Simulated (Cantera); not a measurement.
Charge: 1 mol SiO₂, 0.53 mol SiCl₄, 9.3 mol O₂, held at 677 °C and 44.3 Torr.

Cantera equilibrium calculation (NASA polynomials, part measured and part estimated; ideal gas, pure solids and liquids). Candidate condensed phases: Si, SiO₂; 15 gas species. Kinetics and transport are ignored.

### Question
What is the equilibrium state?

### Answer
```
Property                              Value
--------------------------------  ---------
x(O₂)                                 0.892
x(Cl₂)                                0.108
x(Cl)                              0.000239
x(ClO)                              3.93e-6
n(SiO₂(β-quartz))                  1.53 mol
gas amount                        9.831 mol
log10 activity of Si(s) (absent)     -39.35
```
